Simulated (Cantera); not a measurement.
# Catalytic combustion on Pt

An isothermal plug-flow reactor at 1000 K and 73000 Pa (inlet), inlet velocity 1.5 m/s, active area per volume 1400 1/m; feed 0.536 % H₂, 17.5 % O₂, 81.4 % N₂, 0.567 % H₂O, equivalence ratio 0.015.

Detailed kinetics in Cantera: Deutschmann's 1995 Pt surface mechanism with GRI-Mech 3.0 gas chemistry. Catalytic surfaces can have several steady states; this one follows from the mechanism file's or the stated starting coverage. Mass transfer to the wall is taken as infinitely fast.

```json
[
 {"z (m)": "3.6e-05", "x H₂": "0.00414", "x O₂": "0.175", "x H₂O": "0.00689", "θ free Pt": "0.200", "θ O*": "0.799", "θ OH*": "0.00146"},
 {"z (m)": "6.9e-05", "x H₂": "0.00328", "x O₂": "0.174", "x H₂O": "0.00776", "θ free Pt": "0.197", "θ O*": "0.802", "θ OH*": "0.00149"},
 {"z (m)": "0.00013", "x H₂": "0.00215", "x O₂": "0.174", "x H₂O": "0.00889", "θ free Pt": "0.193", "θ O*": "0.806", "θ OH*": "0.00152"},
 {"z (m)": "0.00026", "x H₂": "0.000890", "x O₂": "0.173", "x H₂O": "0.0102", "θ free Pt": "0.188", "θ O*": "0.810", "θ OH*": "0.00155"},
 {"z (m)": "0.0005", "x H₂": "0.000180", "x O₂": "0.173", "x H₂O": "0.0109", "θ free Pt": "0.186", "θ O*": "0.812", "θ OH*": "0.00157"},
 {"z (m)": "0.00096", "x H₂": "8.51e-6", "x O₂": "0.173", "x H₂O": "0.0110", "θ free Pt": "0.186", "θ O*": "0.813", "θ OH*": "0.00157"},
 {"z (m)": "0.0018", "x H₂": "3.27e-8", "x O₂": "0.173", "x H₂O": "0.0111", "θ free Pt": "0.185", "θ O*": "0.813", "θ OH*": "0.00157"},
 {"z (m)": "0.0036", "x H₂": "6.56e-11", "x O₂": "0.173", "x H₂O": "0.0111", "θ free Pt": "0.185", "θ O*": "0.813", "θ OH*": "0.00157"}
]
```
x: gas mole fraction; θ: surface coverage.
